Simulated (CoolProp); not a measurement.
A simple Rankine cycle with octamethyltrisiloxane (MDM): condensing at 333.15 K, boiler at 1.18 MPa, turbine inlet 557.6 K, turbine efficiency 0.6, pump efficiency 0.7, no recuperator. Each further row changes one setting.

Computed with CoolProp (reference Helmholtz-energy equation of state, Thol 2017).

```json
[
 {"case": "as stated", "thermal efficiency (%)": "10.2", "net work (kJ/kg)": "56.5", "heat in (kJ/kg)": "553", "turbine exit temperature (K)": "509.7", "volume ratio over the turbine": "536"},
 {"case": "condensing temperature 325.15 K", "thermal efficiency (%)": "10.7", "net work (kJ/kg)": "60.6", "heat in (kJ/kg)": "568", "turbine exit temperature (K)": "507.5", "volume ratio over the turbine": "801"},
 {"case": "boiler pressure 0.826 MPa", "thermal efficiency (%)": "9.8", "net work (kJ/kg)": "55.8", "heat in (kJ/kg)": "571", "turbine exit temperature (K)": "519.2", "volume ratio over the turbine": "282"},
 {"case": "turbine efficiency 0.5", "thermal efficiency (%)": "8.4", "net work (kJ/kg)": "46.7", "heat in (kJ/kg)": "553", "turbine exit temperature (K)": "514.7", "volume ratio over the turbine": "541"}
]
```
